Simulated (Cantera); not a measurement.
What does this Cantera script print?

```python
import numpy as np
import cantera as ct

gas = ct.Solution("gri30.yaml")
gas.TPX = 498, 31000, {'CH4': 1, 'C2H6': 1.1, 'O2': 4.5, 'N2': 16.9, 'H2O': 0.74}
flame = ct.FreeFlame(gas, width=0.091)
flame.set_refine_criteria(ratio=3, slope=0.08, curve=0.16)
flame.transport_model = "mixture-averaged"
flame.solve(loglevel=0, auto=True)
z, T = flame.grid, flame.T
thick = (T[-1] - T[0]) / np.gradient(T, z).max()
show = ['CH4', 'C2H6', 'O2', 'CO', 'HCO', 'H2']
print(f"laminar burning velocity  {flame.velocity[0] * 100:.3f} cm/s")
print(f"burnt temperature         {T[-1]:.1f} K")
print(f"thermal thickness         {thick * 1e3:.4f} mm")
print(f"grid points               {len(z)}")
z0 = z[flame.heat_release_rate.argmax()]
print(f"{'z/mm':>9s}{'T/K':>9s}{'u/(m/s)':>9s}" + "".join(f"{s:>11s}" for s in show))
rows = []
for k in (-3, -2, -1.5, -1, -0.5, -0.25, 0, 0.25, 0.5, 1, 2, 4, 8):
    zz = z0 + k * thick
    rows.append([k * thick, np.interp(zz, z, T), np.interp(zz, z, flame.velocity),
                 *(np.interp(zz, z, flame.X[gas.species_index(s)]) for s in show)])
    print(f"{rows[-1][0] * 1e3:9.3f}{rows[-1][1]:9.1f}{rows[-1][2]:9.3f}" + "".join(f"{x:11.3e}" for x in rows[-1][3:]))
```

Output:

```
laminar burning velocity  91.883 cm/s
burnt temperature         2158.9 K
thermal thickness         1.0481 mm
grid points               154
     z/mm      T/K  u/(m/s)        CH4       C2H6         O2         CO        HCO         H2
   -3.144    498.2    0.921  4.115e-02  4.529e-02  1.852e-01  4.945e-06  5.061e-19  2.189e-03
   -2.096    500.4    0.929  4.092e-02  4.510e-02  1.843e-01  6.282e-05  7.008e-16  6.320e-03
   -1.572    510.2    0.952  4.048e-02  4.480e-02  1.827e-01  3.387e-04  2.749e-13  1.150e-02
   -1.048    586.1    1.108  3.851e-02  4.327e-02  1.755e-01  2.843e-03  6.537e-10  2.173e-02
   -0.524   1020.1    1.989  2.912e-02  2.978e-02  1.361e-01  2.243e-02  1.132e-06  3.783e-02
   -0.262   1419.8    2.836  1.890e-02  1.179e-02  9.293e-02  4.715e-02  2.484e-05  4.580e-02
    0.000   1771.3    3.601  6.645e-03  7.631e-04  4.669e-02  7.318e-02  7.013e-05  4.853e-02
    0.262   1939.5    3.956  9.729e-04  4.984e-06  1.903e-02  8.099e-02  3.232e-05  4.479e-02
    0.524   1986.6    4.043  8.457e-05  1.513e-08  8.154e-03  7.662e-02  5.216e-06  4.161e-02
    1.048   2007.7    4.068  5.697e-07  8.353e-13  3.232e-03  6.830e-02  1.243e-07  4.114e-02
    2.096   2023.9    4.089  2.866e-10  1.098e-18  2.304e-03  6.414e-02  6.103e-08  4.219e-02
    4.192   2044.7    4.124  4.014e-14  5.626e-23  1.891e-03  6.362e-02  5.366e-08  4.225e-02
    8.385   2073.3    4.173  4.639e-15  1.292e-27  1.383e-03  6.375e-02  4.393e-08  4.195e-02
```

Model: GRI-Mech 3.0 (53 species, 325 reactions), integrated in Cantera. Burning velocities carry a grid error of a few per cent, more on coarse grids.
